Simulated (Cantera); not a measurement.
A freely propagating, adiabatic, planar premixed flame of 3.89 % C3H8, 24.6 % O2, 71.5 % N2, equivalence ratio 0.79, unburnt at 500 K and 2.90 bar; unity-Lewis-number transport, grid criteria slope 0.08 and curve 0.16, no radiation.

Computed with Cantera and GRI-Mech 3.0 (53 species, 325 reactions). GRI-Mech 3.0 was tuned for natural gas; its chemistry of propane as a main component is partial and can be far from experiment. Unity Lewis numbers drop preferential diffusion, which matters most where H2 and H carry the flame. Burning velocities carry a grid error of a few per cent, more on coarse grids.

x: mole fraction of selected species; z is measured from the peak of heat release.

| z (mm) | T (K) | u (m/s) | x C3H8 | x O2 | x N2O | x H | x CH2 | x CO |
|---|---|---|---|---|---|---|---|---|
| -0.331 | 500 | 0.841 | 0.0388 | 0.246 | <1e-8 | <1e-8 | <1e-8 | 1.78e-5 |
| -0.221 | 503 | 0.845 | 0.0388 | 0.246 | <1e-8 | <1e-8 | <1e-8 | 0.000114 |
| -0.165 | 512 | 0.861 | 0.0384 | 0.245 | <1e-8 | <1e-8 | <1e-8 | 0.000486 |
| -0.110 | 574 | 0.969 | 0.0362 | 0.238 | 1.40e-8 | <1e-8 | <1e-8 | 0.00298 |
| -0.0551 | 943 | 1.63 | 0.0230 | 0.195 | 8.76e-8 | 7.47e-6 | 3.63e-8 | 0.0186 |
| -0.0276 | 1354 | 2.40 | 0.00888 | 0.147 | 1.76e-7 | 0.000218 | 4.15e-6 | 0.0366 |
| 0 | [?] | 3.22 | [?] | [?] | [?] | [?] | [?] | [?] |
| 0.0276 | 1961 | 3.55 | 9.08e-7 | 0.0728 | 4.52e-7 | 0.00525 | 8.89e-6 | 0.0474 |
| 0.0551 | 2039 | 3.68 | <1e-8 | 0.0655 | 5.58e-7 | 0.00524 | 5.75e-7 | 0.0379 |
| 0.110 | 2137 | 3.83 | <1e-8 | 0.0600 | 6.45e-7 | 0.00408 | <1e-8 | 0.0269 |
| 0.221 | 2242 | 3.98 | <1e-8 | 0.0559 | 7.32e-7 | [?] | <1e-8 | [?] |
| 0.441 | 2326 | 4.11 | <1e-8 | 0.0531 | 7.91e-7 | 0.000971 | <1e-8 | 0.0115 |
| 0.882 | 2375 | 4.18 | <1e-8 | 0.0514 | 7.49e-7 | 0.000470 | <1e-8 | 0.00734 |

**Question.** Complete the blanks.

**Answer.** 
- 0, T (K): 1779
- 0, x C3H8: 0.000418
- 0, x O2: 0.0961
- 0, x N2O: 3.01e-7
- 0, x H: 0.00294
- 0, x CH2: 4.12e-5
- 0, x CO: 0.0522
- 0.221, x H: 0.00222
- 0.221, x CO: 0.0181
